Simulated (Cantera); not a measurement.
A closed system holds: 1 mol BaF2, 0.095 mol O2, 0.98 mol H2, held at 133 Pa.

Cantera equilibrium calculation (NASA polynomials, part measured and part estimated; ideal gas, pure solids and liquids). Candidate condensed phases: Ba, BaF2, BaO, Ba(OH)2, H2O; 27 gas species. Mutual solubility and eutectic melting of coexisting phases are not modelled. Equilibrium is a limit: real reactors are often held back by kinetics, nucleation or transport.

x: gas mole fraction; n: condensed amount in mol.

```csv
T (K),x H2,x BaF2,x H2O,x HF,x BaF,x H,x OH,n BaF2(s),n BaO(s),n BaF2(l)
1298,0.805,0.000254,0.193,0.00199,4.81e-6,2.63e-5,8.15e-8,0.999,0.000944,0
1373,0.803,(withheld),0.191,(withheld),(withheld),(withheld),(withheld),0.996,(withheld),0
1448,0.795,(withheld),0.186,(withheld),(withheld),(withheld),(withheld),0.987,(withheld),0
1523,0.768,0.0357,0.176,0.0187,0.00114,0.000555,3.92e-6,0.953,0.00875,0
1598,0.680,0.131,0.151,0.0317,0.00490,0.00120,1.04e-5,0.828,0.0149,0
1673,0.434,0.408,0.0942,0.0426,0.0180,0.00206,2.15e-5,0,0.0207,0.221
1748,0.371,0.456,0.0896,0.0426,0.0347,0.00381,5.37e-5,0,0.00522,0
1823,0.359,0.441,0.0910,0.0517,0.0482,0.00711,0.000125,0,0,0
1898,0.346,0.423,0.0899,0.0650,0.0610,0.0126,0.000268,0,0,0
1973,0.330,0.403,0.0884,0.0798,0.0750,0.0212,0.000540,0,0,0
2048,0.310,0.380,0.0864,0.0956,0.0898,0.0342,0.00104,0,0,0
2123,0.286,0.355,0.0835,0.112,0.105,0.0526,0.00189,0,0,0
2198,0.259,0.329,0.0793,0.128,0.119,0.0776,0.00331,0,0,0
```

**Question.** What belongs in the gaps?

**Answer.** 
- 1448, x BaF2: 0.00834
- 1448, x HF: 0.00980
- 1448, x BaF: 0.000225
- 1448, x H: 0.000225
- 1448, x OH: 1.26e-6
- 1448, n BaO(s): 0.00462
- 1373, x BaF2: 0.00162
- 1373, x HF: 0.00465
- 1373, x BaF: 3.67e-5
- 1373, x H: 8.17e-5
- 1373, x OH: 3.47e-7
- 1373, n BaO(s): 0.00220
